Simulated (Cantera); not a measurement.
## HgO + O₂ + H₂ (iron carbonyl, mercury and lead vapours)

Input: 1 mol HgO, 0.014 mol O₂, 0.34 mol H₂, held at 650 K and 0.0330 bar.

Method: chemical equilibrium by Gibbs-energy minimisation in Cantera with the NASA 1993 tables (ideal gas, pure condensed phases). Candidate condensed phases: H₂O, Hg, HgO; 10 gas species. Kinetics and transport are ignored.

| Quantity | Value |
|---|---|
| x(Hg) | 0.594 |
| x(O₂) | 0.204 |
| x(H₂O) | 0.202 |
| gas amount | 1.684 mol |
| log10 activity of Hg(l) (absent) | -1.86 |
